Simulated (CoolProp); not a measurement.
Vapour pressure (MPa) of n-nonane: the reference equation beside estimates from Tc = 594.5 K, pc = 2.282 MPa, ω = 0.443.

The numbers come from the reference Helmholtz-energy equation of state, Lemmon 2006 in CoolProp. It is a short technical equation, of lower accuracy than the large ones.

```json
[
 {"T (K)": "424.9", "reference": "0.1040", "Lee-Kesler": "0.1043", "van der Waals": "0.5080", "Redlich-Kwong": "0.2371", "Soave-Redlich-Kwong": "0.1042", "Peng-Robinson": "0.1043"},
 {"T (K)": "430.7", "reference": "0.1209", "Lee-Kesler": "0.1214", "van der Waals": "0.5436", "Redlich-Kwong": "0.2647", "Soave-Redlich-Kwong": "0.1213", "Peng-Robinson": "0.1212"},
 {"T (K)": "436.5", "reference": "0.1398", "Lee-Kesler": "0.1405", "van der Waals": "0.5808", "Redlich-Kwong": "0.2946", "Soave-Redlich-Kwong": "0.1405", "Peng-Robinson": "0.1401"},
 {"T (K)": "442.3", "reference": "0.1609", "Lee-Kesler": "___", "van der Waals": "0.6196", "Redlich-Kwong": "0.3268", "Soave-Redlich-Kwong": "0.1621", "Peng-Robinson": "0.1613"},
 {"T (K)": "448.1", "reference": "0.1845", "Lee-Kesler": "0.1858", "van der Waals": "0.6600", "Redlich-Kwong": "0.3614", "Soave-Redlich-Kwong": "0.1861", "Peng-Robinson": "0.1850"},
 {"T (K)": "453.8", "reference": "0.2102", "Lee-Kesler": "0.2118", "van der Waals": "0.7013", "Redlich-Kwong": "0.3978", "Soave-Redlich-Kwong": "0.2123", "Peng-Robinson": "0.2107"},
 {"T (K)": "459.6", "reference": "0.2390", "Lee-Kesler": "0.2410", "van der Waals": "0.7450", "Redlich-Kwong": "0.4374", "Soave-Redlich-Kwong": "0.2418", "Peng-Robinson": "0.2398"},
 {"T (K)": "465.4", "reference": "0.2708", "Lee-Kesler": "0.2732", "van der Waals": "0.7904", "Redlich-Kwong": "0.4797", "Soave-Redlich-Kwong": "0.2743", "Peng-Robinson": "0.2718"},
 {"T (K)": "471.2", "reference": "0.3058", "Lee-Kesler": "0.3086", "van der Waals": "0.8376", "Redlich-Kwong": "0.5248", "Soave-Redlich-Kwong": "0.3102", "Peng-Robinson": "0.3070"},
 {"T (K)": "477", "reference": "___", "Lee-Kesler": "0.3473", "van der Waals": "0.8864", "Redlich-Kwong": "0.5727", "Soave-Redlich-Kwong": "0.3495", "Peng-Robinson": "0.3457"},
 {"T (K)": "482.8", "reference": "0.3859", "Lee-Kesler": "0.3896", "van der Waals": "0.9371", "Redlich-Kwong": "0.6235", "Soave-Redlich-Kwong": "0.3925", "Peng-Robinson": "0.3880"},
 {"T (K)": "488.6", "reference": "0.4316", "Lee-Kesler": "0.4357", "van der Waals": "0.9895", "Redlich-Kwong": "___", "Soave-Redlich-Kwong": "0.4395", "Peng-Robinson": "0.4342"},
 {"T (K)": "494.4", "reference": "0.4812", "Lee-Kesler": "0.4858", "van der Waals": "1.044", "Redlich-Kwong": "0.7343", "Soave-Redlich-Kwong": "0.4906", "Peng-Robinson": "0.4845"},
 {"T (K)": "500.2", "reference": "0.5351", "Lee-Kesler": "0.5401", "van der Waals": "1.100", "Redlich-Kwong": "0.7944", "Soave-Redlich-Kwong": "0.5461", "Peng-Robinson": "0.5392"}
]
```

Question: Some entries are withheld; supply them.

Answer: 
- 442.3, Lee-Kesler: 0.1619
- 477, reference: 0.3441
- 488.6, Redlich-Kwong: 0.6774

Absolute difference from the reference over all 14 rows, mean and median: Lee-Kesler 0.8 and 0.9 %, van der Waals 218.6 and 201.8 %, Redlich-Kwong 83.1 and 80.1 %, Soave-Redlich-Kwong 1.2 and 1.2 %, Peng-Robinson 0.4 and 0.4 %.
